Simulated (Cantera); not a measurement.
Charge: 1 mol Al2O3, 260 mol H2, equilibrated at 1173 K and 1 atm.

Equilibrium computed with Cantera from the NASA thermochemical tables; the gas is ideal and each condensed phase is pure. Candidate condensed phases: Al, Al2O3, H2O; 19 gas species. Equilibrium is a limit: real reactors are often held back by kinetics, nucleation or transport.

What is the equilibrium state?


```json
{
  "x(H2)": "1.00",
  "n(Al2O3(s))": "1.00 mol",
  "gas_amount": "260.0 mol",
  "log10 activity of Al(l) (absent)": "-2.61"
}
```
